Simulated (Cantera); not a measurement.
Charge: 1 mol CHF3, 0.65 mol H2, at 0.0133 bar.

Equilibrium computed with Cantera from the NASA thermochemical tables; the gas is ideal and each condensed phase is pure. Candidate condensed phases: C, C6H6, C7H8, C8H18; 110 gas species. Ions and electrons are included (thermal ionisation). Gases not in the tables: C2F6 and larger saturated fluorocarbons. Equilibrium is a limit: real reactors are often held back by kinetics, nucleation or transport.

Question: What share of the C ends up in condensed phases as a function of T (K), at 2000, 2500, 3000, 3500, 4000, 4500, 5000?

Answer: 
```json
[
 {"T (K)": "2000", "C condensed (%)": "80.5", "as": "C(graphite)"},
 {"T (K)": "2500", "C condensed (%)": "87.2", "as": "C(graphite)"},
 {"T (K)": "3000", "C condensed (%)": "64.2", "as": "C(graphite)"},
 {"T (K)": "3500", "C condensed (%)": "0.0", "as": "-"},
 {"T (K)": "4000", "C condensed (%)": "0.0", "as": "-"},
 {"T (K)": "4500", "C condensed (%)": "0.0", "as": "-"},
 {"T (K)": "5000", "C condensed (%)": "0.0", "as": "-"}
]
```
